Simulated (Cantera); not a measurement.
Cantera run, input and output.

```python
import numpy as np
import cantera as ct

gas = ct.Solution("gri30.yaml")
gas.TPX = 575, 95000, {'CH4': 1, 'C2H6': 0.056, 'C3H8': 0.1, 'O2': 3.69, 'N2': 13.9}
inlet = ct.Reservoir(gas, clone=True)
gas.equilibrate("HP")  # start burning
reactor = ct.IdealGasConstPressureReactor(gas, energy="on", clone=False)
exhaust = ct.Reservoir(gas, clone=True)
tau = [0.077, 0.032, 0.013, 0.0055, 0.0023, 0.00096, 0.0004, 0.00017, 7e-05, 2.9e-05, 1.2e-05, 5e-06][0]
for a, b in ((inlet, reactor), (reactor, exhaust)):
    ct.MassFlowController(a, b, mdot=lambda t: reactor.mass / tau)
net = ct.ReactorNet([reactor])
show = ['CH4', 'C2H6', 'C3H8', 'OH', 'CO', 'CH2O']

rows = []
print(f"{'tau/s':>10s}{'T/K':>9s}" + "".join(f"{s:>11s}" for s in show))
for tau in [0.077, 0.032, 0.013, 0.0055, 0.0023, 0.00096, 0.0004, 0.00017, 7e-05, 2.9e-05, 1.2e-05, 5e-06]:
    net.initial_time = 0.0
    net.advance(30 * tau)
    before = gas.X
    net.advance(40 * tau)
    drift = np.max(np.abs(gas.X - before) / (gas.X + 1e-9))
    rows.append([gas.T, *gas[show].X, drift])
    print(f"{tau:10.3e}{gas.T:9.1f}" + "".join(f"{x:11.3e}" for x in gas[show].X))
```

Result:

```
     tau/s      T/K        CH4       C2H6       C3H8         OH         CO       CH2O
 7.700e-02   2088.5  3.633e-06  3.284e-08  6.169e-08  3.219e-03  1.516e-03  6.594e-07
 3.200e-02   2079.1  7.105e-06  7.140e-08  1.327e-07  3.751e-03  2.151e-03  1.331e-06
 1.300e-02   2061.3  1.332e-05  1.512e-07  2.748e-07  4.559e-03  3.324e-03  2.575e-06
 5.500e-03   2034.0  2.386e-05  2.997e-07  5.267e-07  5.503e-03  5.095e-03  4.691e-06
 2.300e-03   1994.3  4.387e-05  5.927e-07  9.988e-07  6.482e-03  7.629e-03  8.573e-06
 9.600e-04   1941.3  8.471e-05  1.192e-06  1.924e-06  7.287e-03  1.097e-02  1.598e-05
 4.000e-04   1874.7  1.777e-04  2.535e-06  3.945e-06  7.676e-03  1.539e-02  3.132e-05
 1.700e-04   1795.2  4.223e-04  6.007e-06  9.103e-06  7.344e-03  2.183e-02  6.705e-05
 7.000e-05   1666.3  1.729e-03  2.476e-05  3.657e-05  4.979e-03  3.553e-02  2.169e-04
 2.900e-05    575.0  5.334e-02  2.987e-03  5.334e-03  9.132e-25  5.900e-16  2.830e-17
 1.200e-05    575.0  5.334e-02  2.987e-03  5.334e-03  2.676e-26  9.038e-20  4.334e-21
 5.000e-06    575.0  5.334e-02  2.987e-03  5.334e-03  1.006e-26  5.709e-21  2.738e-22
```

Computed with Cantera and GRI-Mech 3.0 (53 species, 325 reactions).
